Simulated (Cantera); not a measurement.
An isothermal, constant-pressure homogeneous reactor starts with N2O : H2O = 1 : 0.024 (molar parts), at 1575 K and 3000 Pa.

Cantera simulation using GRI-Mech 3.0 (53 species, 325 reactions); the numbers are that mechanism's predictions, not measurements. GRI-Mech 3.0 was tuned for natural gas; its chemistry of N2O as a main component is partial and can be far from experiment. Radical loss at walls, strong at low pressure, is not modelled. The temperature is held fixed by assumption; the heat of reaction is taken as removed at once.

Question: Predict: x(N2O) at 20.0 s; x(H2O) at 20.0 s; x(OH) at 20.0 s; x(NO) at 20.0 s.

Answer: 
```
Property                                             Result
----------------  -----------------------------------------
x(N2O) at 20.0 s    6.11e-6 (gas-phase equilibrium 1.88e-8)
x(H2O) at 20.0 s      0.0157 (gas-phase equilibrium 0.0157)
x(OH) at 20.0 s   0.000146 (gas-phase equilibrium 0.000155)
x(NO) at 20.0 s       0.155 (gas-phase equilibrium 0.00198)
```
